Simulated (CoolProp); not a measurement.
Dimethyl carbonate along the isobar 1170 kPa: density (kg/m³) from the reference equation and from simpler models built on Tc = 557.0 K, pc = 4909 kPa, ω = 0.346; each cubic takes its own stable root.

Computed with CoolProp (reference Helmholtz-energy equation of state, Zhou 2011).

| T (K) | phase | reference |
|---|---|---|
| 493 | gas | 29.77 |
| 501.3 | gas | 29.00 |
| 509.5 | gas | 28.28 |
| 517.7 | gas | 27.62 |
| 525.9 | gas | 26.99 |
| 534.2 | gas | 26.40 |
| 542.4 | gas | 25.84 |
| 550.6 | gas | 25.32 |
| 558.9 | gas | 24.81 |
| 567.1 | gas | 24.33 |
| 575.3 | gas | 23.88 |
| 583.5 | gas | 23.45 |
| 591.8 | gas | 23.03 |
| 600 | gas | 22.63 |

Q: How far does each simpler model (Soave-Redlich-Kwong, Peng-Robinson) lie from the reference over these 14 states: mean and median of the absolute difference, and the worst?

A: 
- Soave-Redlich-Kwong: mean 0.1 %, median 0.1 %, worst -0.3 % at 600 K and 1170 kPa
- Peng-Robinson: mean 0.9 %, median 0.9 %, worst +1.2 % at 493 K and 1170 kPa
